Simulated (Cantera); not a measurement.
A Cantera script and its output.

```python
import numpy as np
import cantera as ct

gas = ct.Solution("gri30.yaml")
gas.TPX = 1600, 110000, {'CH4': 1, 'H2': 0.16, 'O2': 1.09, 'N2': 4.12}
reactor = ct.IdealGasConstPressureReactor(gas, energy="on", clone=False)
net = ct.ReactorNet([reactor])
net.rtol, net.atol = 1e-08, 1e-16
show = ['CH4', 'H2', 'O2', 'NO', 'CH2O']
times = np.geomspace(3e-06, 1, 16)

steps = ct.SolutionArray(gas, extra=["t"])
rows = []
print(f"{'t/s':>10s}{'T/K':>9s}{'P/Pa':>11s}" + "".join(f"{s:>11s}" for s in show))
for t in times:
    while net.time < t:
        t_next = net.step()
        steps.append(gas.state, t=t_next)
    rows.append([np.interp(t, steps.t, y) for y in (steps.T, steps.P, *steps(*show).X.T)])
    print(f"{t:10.3e}{rows[-1][0]:9.1f}{rows[-1][1]:11.4g}" + "".join(f"{x:11.3e}" for x in rows[-1][2:]))
rate = np.gradient(steps.T, steps.t)
print("integrator steps:", len(steps.t))
if steps.T.max() > steps.T[0] + 200:
    print(f"time of steepest temperature rise: {steps.t[rate.argmax()]:.4e} s")
gas.TPX = 1600, 110000, {'CH4': 1, 'H2': 0.16, 'O2': 1.09, 'N2': 4.12}
gas.equilibrate("HP")
print(f"equilibrium (HP): T = {gas.T:.1f} K  " + "  ".join(f"{s} {gas[s].X[0]:.3e}" for s in show))
```

Result:

```
       t/s      T/K       P/Pa        CH4         H2         O2         NO       CH2O
 3.000e-06   1600.0    1.1e+05  1.570e-01  2.512e-02  1.711e-01  3.119e-15  5.372e-08
 7.003e-06   1600.0    1.1e+05  1.570e-01  2.512e-02  1.711e-01  1.088e-14  3.407e-07
 1.635e-05   1599.9    1.1e+05  1.569e-01  2.512e-02  1.711e-01  4.529e-14  2.346e-06
 3.817e-05   1599.8    1.1e+05  1.568e-01  2.512e-02  1.711e-01  2.627e-13  1.921e-05
 8.910e-05   1600.8    1.1e+05  1.561e-01  2.509e-02  1.707e-01  2.433e-12  1.846e-04
 2.080e-04   1627.2    1.1e+05  1.479e-01  2.640e-02  1.658e-01  5.200e-11  1.706e-03
 4.856e-04   2658.1    1.1e+05  2.853e-08  1.469e-01  5.356e-05  3.429e-04  1.055e-08
 1.134e-03   2629.1    1.1e+05  6.548e-12  1.455e-01  9.179e-05  3.972e-04  7.694e-09
 2.646e-03   2626.4    1.1e+05  6.187e-12  1.454e-01  9.508e-05  4.437e-04  7.609e-09
 6.178e-03   2626.1    1.1e+05  6.212e-12  1.454e-01  9.478e-05  4.920e-04  7.611e-09
 1.442e-02   2626.0    1.1e+05  6.221e-12  1.455e-01  9.466e-05  5.090e-04  7.611e-09
 3.367e-02   2626.0    1.1e+05  6.221e-12  1.455e-01  9.466e-05  5.098e-04  7.611e-09
 7.860e-02   2626.0    1.1e+05  6.221e-12  1.455e-01  9.466e-05  5.098e-04  7.611e-09
 1.835e-01   2626.0    1.1e+05  6.221e-12  1.455e-01  9.466e-05  5.098e-04  7.611e-09
 4.284e-01   2626.0    1.1e+05  6.221e-12  1.455e-01  9.466e-05  5.098e-04  7.611e-09
 1.000e+00   2626.0    1.1e+05  6.221e-12  1.455e-01  9.466e-05  5.098e-04  7.611e-09
integrator steps: 1742
time of steepest temperature rise: 3.3346e-04 s
equilibrium (HP): T = 2626.0 K  CH4 7.023e-12  H2 1.455e-01  O2 9.466e-05  NO 5.098e-04  CH2O 7.611e-09
```

Detailed kinetics in Cantera: GRI-Mech 3.0 (53 species, 325 reactions).
